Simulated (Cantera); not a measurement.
# Equilibrium for silicon etching in halogen gases: Si + HBr + N2

A closed system holds: 1 mol Si, 1.6 mol HBr, a varied amount of N2, equilibrated at 1723 K and 1.10e-5 bar.

Equilibrium computed with Cantera from the NASA thermochemical tables; the gas is ideal and each condensed phase is pure. Candidate condensed phases: Br2, Si, Si3N4; 28 gas species. The tables' values for SiBr, SiN are old estimates; treat these amounts as uncertain. The numbers say what is thermodynamically allowed, not how fast it happens.

From 1.1 mol N2 to 5.7 mol N2 the condensed part is Si(l). From 6.9 mol N2 to 10 mol N2 nothing is condensed. The main Si-bearing gas is Si throughout.

| n(N2) (mol) | x N2 | x Br | x H2 | x Si | x HBr | x SiBr2 | x H | x SiBr | n Si(l) |
|---|---|---|---|---|---|---|---|---|---|
| 1.1 | 0.301 | 0.302 | 0.183 | 0.0894 | 0.0487 | 0.0356 | 0.0235 | 0.0160 | 0.478 |
| 2.3 | 0.458 | 0.232 | 0.133 | 0.0894 | 0.0320 | 0.0211 | 0.0201 | 0.0123 | 0.375 |
| 3.4 | 0.543 | 0.193 | 0.107 | 0.0894 | 0.0238 | 0.0145 | 0.0180 | 0.0102 | 0.274 |
| 4.6 | 0.605 | 0.163 | 0.0879 | 0.0894 | 0.0182 | 0.0104 | 0.0163 | 0.00865 | 0.162 |
| 5.7 | 0.646 | 0.143 | 0.0756 | 0.0894 | 0.0148 | 0.00798 | 0.0151 | 0.00759 | 0.0568 |
| 6.9 | 0.682 | 0.127 | 0.0658 | 0.0848 | 0.0123 | 0.00602 | 0.0141 | 0.00642 | 0 |
| 8 | 0.712 | 0.117 | 0.0591 | 0.0775 | 0.0107 | 0.00464 | 0.0134 | 0.00539 | 0 |
| 9.2 | 0.738 | 0.107 | 0.0531 | 0.0709 | 0.00934 | 0.00357 | 0.0127 | 0.00452 | 0 |
| 10 | 0.753 | 0.102 | 0.0498 | 0.0671 | 0.00857 | 0.00304 | 0.0123 | 0.00406 | 0 |
x: gas mole fraction; n: condensed amount in mol.
